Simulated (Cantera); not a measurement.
Input: 1 mol borazine, 0.38 mol N₂, 0.46 mol O₂, held at 23.0 mbar.

Method: chemical equilibrium by Gibbs-energy minimisation in Cantera with the NASA 1993 tables (ideal gas, pure condensed phases). Candidate condensed phases: B, BN, B₂O₃, B₃O₃H₃, H₂O; 39 gas species. The feed counts by its element totals alone. Mutual solubility and eutectic melting of coexisting phases are not modelled. Rates play no part.

Task: Which condensed phases are stable at each of these points (T (°C)): 775, 925, 1075, 1225, 1375, 1525, 1675?

Result: 
```
T (°C)  condensed phases  B condensed (%)
------  ----------------  ---------------
775      BN(s) + B₂O₃(l)            100.0
925      BN(s) + B₂O₃(l)            100.0
1075     BN(s) + B₂O₃(l)             99.8
1225     BN(s) + B₂O₃(l)             98.9
1375     BN(s) + B₂O₃(l)             91.6
1525               BN(s)             76.1
1675               BN(s)             71.9
```

From 775 °C to 1375 °C the condensed part is BN(s) + B₂O₃(l). From 1525 °C to 1675 °C the condensed part is BN(s).
